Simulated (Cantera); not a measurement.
A Cantera script and its output.

```python
import numpy as np
import cantera as ct

gas = ct.Solution("h2o2.yaml")
gas.TPX = 425, 101325, {'H2': 1, 'O2': 0.357, 'N2': 1.75}
flame = ct.FreeFlame(gas, width=0.04)
flame.set_refine_criteria(ratio=3, slope=0.08, curve=0.16)
flame.transport_model = "mixture-averaged"
flame.solve(loglevel=0, auto=True)
z, T = flame.grid, flame.T
thick = (T[-1] - T[0]) / np.gradient(T, z).max()
show = ['H2', 'O2', 'OH', 'H2O', 'H', 'O']
print(f"laminar burning velocity  {flame.velocity[0] * 100:.3f} cm/s")
print(f"burnt temperature         {T[-1]:.1f} K")
print(f"thermal thickness         {thick * 1e3:.4f} mm")
print(f"grid points               {len(z)}")
z0 = z[flame.heat_release_rate.argmax()]
print(f"{'z/mm':>9s}{'T/K':>9s}{'u/(m/s)':>9s}" + "".join(f"{s:>11s}" for s in show))
rows = []
for k in (-3, -2, -1.5, -1, -0.5, -0.25, 0, 0.25, 0.5, 1, 2, 4, 8):
    zz = z0 + k * thick
    rows.append([k * thick, np.interp(zz, z, T), np.interp(zz, z, flame.velocity),
                 *(np.interp(zz, z, flame.X[gas.species_index(s)]) for s in show)])
    print(f"{rows[-1][0] * 1e3:9.3f}{rows[-1][1]:9.1f}{rows[-1][2]:9.3f}" + "".join(f"{x:11.3e}" for x in rows[-1][3:]))
```

It prints:

```
laminar burning velocity  391.229 cm/s
burnt temperature         2155.8 K
thermal thickness         0.3981 mm
grid points               117
     z/mm      T/K  u/(m/s)         H2         O2         OH        H2O          H          O
   -1.194    425.0    3.912  3.219e-01  1.149e-01  4.626e-16  1.870e-12  2.252e-16  5.447e-14
   -0.796    425.0    3.912  3.219e-01  1.149e-01  2.589e-14  1.209e-10  1.278e-14  3.048e-12
   -0.597    425.0    3.912  3.218e-01  1.149e-01  6.005e-13  3.354e-09  3.085e-13  7.019e-11
   -0.398    425.1    3.912  3.217e-01  1.149e-01  9.356e-11  3.416e-07  1.332e-10  4.518e-09
   -0.199    443.3    4.051  3.159e-01  1.156e-01  2.207e-05  5.071e-04  2.124e-05  2.906e-06
   -0.100    699.1    6.215  2.811e-01  1.096e-01  8.455e-04  2.070e-02  4.007e-03  1.780e-04
    0.000   1119.0    9.663  2.009e-01  7.983e-02  1.755e-03  8.907e-02  2.740e-02  2.436e-03
    0.100   1413.3   12.068  1.210e-01  3.236e-02  4.464e-03  1.780e-01  5.309e-02  5.060e-03
    0.199   1556.5   13.213  9.134e-02  1.160e-02  6.035e-03  2.170e-01  5.902e-02  4.561e-03
    0.398   1689.3   14.234  8.598e-02  4.583e-03  7.046e-03  2.321e-01  5.158e-02  3.484e-03
    0.796   1815.6   15.171  8.955e-02  2.876e-03  7.122e-03  2.384e-01  3.916e-02  2.413e-03
    1.592   1929.1   15.989  9.280e-02  1.647e-03  6.328e-03  2.447e-01  2.760e-02  1.409e-03
    3.185   2020.2   16.629  9.536e-02  7.882e-04  4.917e-03  2.503e-01  1.811e-02  6.820e-04
```

Cantera simulation using the H2/O2 subset of GRI-Mech 3.0, which has no nitrogen chemistry; the numbers are that mechanism's predictions, not measurements. Burning velocities carry a grid error of a few per cent, more on coarse grids.
